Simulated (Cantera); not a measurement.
What does this Cantera script print?

```python
import numpy as np
import cantera as ct

gas_names = [...]  # 110 gases of nasa_gas.yaml made of C, H, O
cond_names = """
    C(gr) C6H6(L) C7H8(L) C8H18(L),n-octa H2O(s) H2O(L)
""".split()


# ... load() reads the species with a 1 bar reference pressure and builds the phases ...
atoms = {
    'CO2': {'C': 1, 'O': 2},
    'H2': {'H': 2},
}
top_T = {'C(gr)': 4500}  # K; cautious upper limits of use, not melting points


# ... equilibrate(T, P, feed) seeds the gas with the atoms and calls Mixture.equilibrate('TP', solver="vcs", rtol=1e-11, max_steps=5000) ...
results = []
feed = {'CO2': 1, 'H2': 0.06}  # mol
P = 1800000  # Pa
for T in [900, 1050, 1200, 1350, 1500, 1650, 1800, 1950, 2100, 2250, 2400, 2550]:
    mix = equilibrate(T, P, feed)
    results.append((T, P, feed, dict(zip(mix.species_names, mix.species_moles))))
    x = sorted(zip(gas.X, gas.species_names), reverse=True)
    print(f"T = {T:g} K  P = {P:g} Pa  gas = {mix.phase_moles(0):.4g} mol")
    print("   x: " + "  ".join(f"{s} {v:.3e}" for v, s in x if v > 0.0001))
    print("   condensed (mol): " + ("  ".join(f"{mix.phase(i).name} {mix.phase_moles(i):.4g}"
          for i in range(1, mix.n_phases) if mix.phase_moles(i) > 1e-12) or "none"))
```

Output:

```
T = 900 K  P = 1.8e+06 Pa  gas = 1.06 mol
   x: CO2 8.935e-01  H2O 5.005e-02  CO 4.992e-02  H2 6.432e-03
   condensed (mol): none
T = 1050 K  P = 1.8e+06 Pa  gas = 1.06 mol
   x: CO2 8.905e-01  H2O 5.290e-02  CO 5.290e-02  H2 3.702e-03
   condensed (mol): none
T = 1200 K  P = 1.8e+06 Pa  gas = 1.06 mol
   x: CO2 8.892e-01  H2O 5.420e-02  CO 5.420e-02  H2 2.406e-03
   condensed (mol): none
T = 1350 K  P = 1.8e+06 Pa  gas = 1.06 mol
   x: CO2 8.885e-01  CO 5.488e-02  H2O 5.488e-02  H2 1.725e-03
   condensed (mol): none
T = 1500 K  P = 1.8e+06 Pa  gas = 1.06 mol
   x: CO2 8.881e-01  CO 5.527e-02  H2O 5.527e-02  H2 1.329e-03
   condensed (mol): none
T = 1650 K  P = 1.8e+06 Pa  gas = 1.06 mol
   x: CO2 8.879e-01  CO 5.552e-02  H2O 5.552e-02  H2 1.081e-03
   condensed (mol): none
T = 1800 K  P = 1.8e+06 Pa  gas = 1.06 mol
   x: CO2 8.877e-01  CO 5.569e-02  H2O 5.568e-02  H2 9.145e-04
   condensed (mol): none
T = 1950 K  P = 1.8e+06 Pa  gas = 1.06 mol
   x: CO2 8.875e-01  CO 5.585e-02  H2O 5.578e-02  H2 7.979e-04
   condensed (mol): none
T = 2100 K  P = 1.8e+06 Pa  gas = 1.06 mol
   x: CO2 8.870e-01  CO 5.620e-02  H2O 5.577e-02  H2 7.152e-04  OH 1.823e-04  O2 1.187e-04
   condensed (mol): none
T = 2250 K  P = 1.8e+06 Pa  gas = 1.061 mol
   x: CO2 8.842e-01  CO 5.799e-02  H2O 5.556e-02  O2 9.186e-04  H2 6.691e-04  OH 5.648e-04
   condensed (mol): none
T = 2400 K  P = 1.8e+06 Pa  gas = 1.066 mol
   x: CO2 8.730e-01  CO 6.534e-02  H2O 5.484e-02  O2 4.465e-03  OH 1.434e-03  H2 6.945e-04  O 1.366e-04
   condensed (mol): none
T = 2550 K  P = 1.8e+06 Pa  gas = 1.076 mol
   x: CO2 8.459e-01  CO 8.310e-02  H2O 5.331e-02  O2 1.315e-02  OH 2.989e-03  H2 8.265e-04  O 4.987e-04  H 2.114e-04
   condensed (mol): none
```

Equilibrium computed with Cantera from the NASA thermochemical tables; the gas is ideal and each condensed phase is pure.
